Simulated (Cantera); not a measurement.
Charge: 1 mol CH₄, 0.3 mol NH₃, 36 mol H₂, equilibrated at 1627 °C and 353 Torr.

Method: chemical equilibrium by Gibbs-energy minimisation in Cantera with the NASA 1993 tables (ideal gas, pure condensed phases). Candidate condensed phases: C, C₆H₆, C₇H₈, C₈H₁₈; 92 gas species. Rates play no part.

Base state: H₂ 0.994, N₂ 0.00358, H 0.00115, HCN 0.000581, C₂H₂ (acetylene) 0.000380, CH₄ 0.000261, HNC 2.73e-5 (mole fractions); condensed: C(graphite).

What changes in the equilibrium state with this change: NH₃ from 0.3 to 0.057 mol?


```json
[
 {"species": "H₂", "before": "0.994", "after": "0.997"},
 {"species": "H", "before": "0.00115", "after": "0.00116"},
 {"species": "N₂", "before": "0.00358", "after": "0.000621"},
 {"species": "HCN", "before": "0.000581", "after": "0.000242"},
 {"species": "HNC", "before": "2.73e-5", "after": "1.14e-5"},
 {"species": "CH₄", "before": "0.000261", "after": "0.000263"},
 {"species": "C₂H₂ (acetylene)", "before": "0.000380", "after": "0.000381"},
 {"species": "C(graphite), mol", "before": "0.937", "after": "0.951"}
]
```
